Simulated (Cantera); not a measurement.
A perfectly stirred reactor is fed with 2.44 % CH₄, 97.6 % N₂, at 200 Pa; it is held at 1950 K, and followed from long to short residence time.

Detailed kinetics in Cantera: GRI-Mech 3.0 (53 species, 325 reactions). GRI-Mech 3.0 stops at C3 and has no aromatics, soot or wall deposition, so with more carbon than oxygen in the feed, carbon stays in small species such as C2H2 where larger ones or solid carbon would form. Radical loss at walls, strong at low pressure, is not modelled.

x: mole fraction; the columns are a selection and need not sum to one.

```json
[
 {"τ (s)": "16", "x CH₄": "0.000736", "x C₂H₄": "7.39e-6", "x H₂": "0.0342", "x C₂H₆": "…", "x CH₃": "0.000186", "x HCN": "0.000647"},
 {"τ (s)": "3.0", "x CH₄": "0.00261", "x C₂H₄": "4.84e-5", "x H₂": "0.0312", "x C₂H₆": "…", "x CH₃": "0.000457", "x HCN": "0.000123"},
 {"τ (s)": "0.59", "x CH₄": "0.00758", "x C₂H₄": "0.000232", "x H₂": "0.0234", "x C₂H₆": "…", "x CH₃": "0.000951", "x HCN": "1.97e-5"},
 {"τ (s)": "0.11", "x CH₄": "0.0175", "x C₂H₄": "0.000509", "x H₂": "0.00828", "x C₂H₆": "…", "x CH₃": "0.00136", "x HCN": "1.16e-6"},
 {"τ (s)": "0.022", "x CH₄": "0.0236", "x C₂H₄": "5.34e-5", "x H₂": "0.000502", "x C₂H₆": "…", "x CH₃": "0.000576", "x HCN": "8.13e-9"},
 {"τ (s)": "0.0043", "x CH₄": "0.0243", "x C₂H₄": "5.81e-7", "x H₂": "5.64e-5", "x C₂H₆": "7.05e-10", "x CH₃": "0.000115", "x HCN": "8.62e-11"},
 {"τ (s)": "0.00082", "x CH₄": "0.0244", "x C₂H₄": "3.02e-9", "x H₂": "7.83e-6", "x C₂H₆": "1.24e-11", "x CH₃": "1.93e-5", "x HCN": "1.45e-12"}
]
```

Problem. Fill in the missing entries.

Solution. 
- 16, x C₂H₆: 4.51e-9
- 3.0, x C₂H₆: 2.77e-8
- 0.59, x C₂H₆: 1.09e-7
- 0.11, x C₂H₆: 1.56e-7
- 0.022, x C₂H₆: 2.04e-8
